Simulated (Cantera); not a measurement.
An isothermal, constant-pressure homogeneous reactor starts with C2H6 : N2 = 1 : 41 (molar parts), at 1325 K and 60.0 Torr.

Model: GRI-Mech 3.0 (53 species, 325 reactions), integrated in Cantera. GRI-Mech 3.0 stops at C3 and has no aromatics, soot or wall deposition, so with more carbon than oxygen in the feed, carbon stays in small species such as C2H2 where larger ones or solid carbon would form.

One state of this run: x C2H6 = 0.0232; x C2H = 4.34e-12; x H = 9.06e-6; x C2H4 = 0.000406; x C2H2 = 6.97e-7; x CH3 = 0.000230; x H2 = 0.000386. x: mole fraction; the columns are a selection and need not sum to one.

Task: Which value of t (s) does it belong to?
A) 0.0215
B) 0.00464
C) 0.00100
D) 0.100

Result: C, 0.00100
